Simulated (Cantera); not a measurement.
Feed: 1 mol Si₃N₄, 0.011 mol N₂O, 350 mol H₂, at 3.45 Torr.

These are equilibrium values from Cantera (NASA tables, ideal gas, pure condensed phases), not measurements of a reactor. Candidate condensed phases: H₂O, Si, SiO₂, Si₂N₂O, Si₃N₄; 35 gas species. Mutual solubility and eutectic melting of coexisting phases are not modelled. Gases not in the tables: Si₂H₆ and higher silanes. Rates play no part.

Question: Which condensed phases are stable at each of these points (T (°C)): 775, 850, 925, 1000, 1075, 1150, 1225, 1300, 1375, 1450, 1525, 1600, 1675?

Answer: 
| T (°C) | condensed phases | Si condensed (%) |
|---|---|---|
| 775 | Si₂N₂O(s) + Si₃N₄(s) | 100.0 |
| 850 | Si₂N₂O(s) + Si₃N₄(s) | 100.0 |
| 925 | Si₂N₂O(s) + Si₃N₄(s) | 100.0 |
| 1000 | Si(s) + Si₂N₂O(s) + Si₃N₄(s) | 100.0 |
| 1075 | Si(s) + Si₂N₂O(s) + Si₃N₄(s) | 100.0 |
| 1150 | Si(s) + Si₂N₂O(s) + Si₃N₄(s) | 99.7 |
| 1225 | Si(s) | 99.6 |
| 1300 | Si(s) | 99.4 |
| 1375 | Si(s) | 98.8 |
| 1450 | Si(l) | 96.6 |
| 1525 | Si(l) | 90.6 |
| 1600 | Si(l) | 74.4 |
| 1675 | Si(l) | 33.8 |

From 775 °C to 925 °C the condensed part is Si₂N₂O(s) + Si₃N₄(s). From 1000 °C to 1150 °C the condensed part is Si(s) + Si₂N₂O(s) + Si₃N₄(s). From 1225 °C to 1375 °C the condensed part is Si(s). From 1450 °C to 1675 °C the condensed part is Si(l).
